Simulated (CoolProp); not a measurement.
Model: reference Helmholtz-energy equation of state, Outcalt 1996, in CoolProp. It is a modified Benedict-Webb-Rubin equation, recast in Helmholtz form.

Q: For R152A, give the phase and the cp (kJ/(kg K)), speed of sound (m/s), conductivity (mW/(m K)) at 455.4 K and 0.0982 MPa; 320.9 K and 0.685 MPa.

A: 
- 455.4 K and 0.0982 MPa: gas; cp 1.38, speed of sound 250, conductivity 29.4
- 320.9 K and 0.685 MPa: gas; cp 1.26, speed of sound 195, conductivity 17.0

Thermal conductivity comes from a separate model (Krauss 1996).
